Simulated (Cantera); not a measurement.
Input (Python, Cantera) and output of one run.

```python
import numpy as np
import cantera as ct

gas_names = """
    CL CLO CL2 O O2 O3 Si SiCL SiCL2 SiCL3 SiCL4 SiO SiO2 Si2 Si3
""".split()
cond_names = """
    Si(cr) Si(L) SiO2(Lqz) SiO2(hqz) SiO2(L)
""".split()


def load(file, names, dense=False):
    # The tables refer to 1 bar. Condensed volumes are neglected.
    table = {s.name: s for s in ct.Species.list_from_file(file)}
    out = []
    for n in names:
        d = dict(table[n].input_data)
        d["thermo"] = dict(d["thermo"], **{"reference-pressure": 1e5})
        if dense:
            d["equation-of-state"] = {"model": "constant-volume", "density": "1e6 g/cm^3"}
        out.append(ct.Species.from_dict(d))
    return out


gas = ct.Solution(thermo="ideal-gas", species=load("nasa_gas.yaml", gas_names))
cond = {s.name: ct.Solution(thermo="fixed-stoichiometry", species=[s], name=s.name)
        for s in load("nasa_condensed.yaml", cond_names, dense=True)}
atoms = {
    'SiCl4': {'Si': 1, 'CL': 4},
    'O2': {'O': 2},
}
top_T = {}  # K; cautious upper limits of use, not melting points


def equilibrate(T, P, feed):
    n = {}
    for name, mol in feed.items():
        for a, k in atoms[name].items():
            n[a] = n.get(a, 0.0) + k * mol
    gas.TPX = T, P, n
    mass = sum(n.values()) * gas.mean_molecular_weight
    gas.equilibrate("TP")
    valid = [c for c in cond.values() if c.min_temp <= T <= top_T.get(c.name, c.max_temp)]
    mix = ct.Mixture([(gas, mass / gas.mean_molecular_weight)] + [(c, 0.0) for c in valid])
    mix.T, mix.P = T, P
    mix.equilibrate("TP", solver="vcs", rtol=1e-11, max_steps=5000)
    return mix


results = []
feed = {'SiCl4': 1, 'O2': 0.19}  # mol
P = 38000  # Pa
for T in [648, 698, 748, 798, 848, 898, 948]:
    mix = equilibrate(T, P, feed)
    results.append((T, P, feed, dict(zip(mix.species_names, mix.species_moles))))
    x = sorted(zip(gas.X, gas.species_names), reverse=True)
    print(f"T = {T:g} K  P = {P:g} Pa  gas = {mix.phase_moles(0):.4g} mol")
    print("   x: " + "  ".join(f"{s} {v:.3e}" for v, s in x if v > 0.001))
    print("   condensed (mol): " + ("  ".join(f"{mix.phase(i).name} {mix.phase_moles(i):.4g}"
          for i in range(1, mix.n_phases) if mix.phase_moles(i) > 1e-12) or "none"))
```

Output:

```
T = 648 K  P = 38000 Pa  gas = 1.19 mol
   x: SiCL4 6.807e-01  CL2 3.193e-01
   condensed (mol): SiO2(Lqz) 0.19
T = 698 K  P = 38000 Pa  gas = 1.19 mol
   x: SiCL4 6.807e-01  CL2 3.193e-01
   condensed (mol): SiO2(Lqz) 0.19
T = 748 K  P = 38000 Pa  gas = 1.19 mol
   x: SiCL4 6.807e-01  CL2 3.193e-01
   condensed (mol): SiO2(Lqz) 0.19
T = 798 K  P = 38000 Pa  gas = 1.19 mol
   x: SiCL4 6.807e-01  CL2 3.193e-01
   condensed (mol): SiO2(Lqz) 0.19
T = 848 K  P = 38000 Pa  gas = 1.19 mol
   x: SiCL4 6.807e-01  CL2 3.193e-01
   condensed (mol): SiO2(hqz) 0.19
T = 898 K  P = 38000 Pa  gas = 1.19 mol
   x: SiCL4 6.807e-01  CL2 3.193e-01
   condensed (mol): SiO2(hqz) 0.19
T = 948 K  P = 38000 Pa  gas = 1.19 mol
   x: SiCL4 6.806e-01  CL2 3.192e-01
   condensed (mol): SiO2(hqz) 0.19
```

Method: chemical equilibrium by Gibbs-energy minimisation in Cantera with the NASA 1993 tables (ideal gas, pure condensed phases).
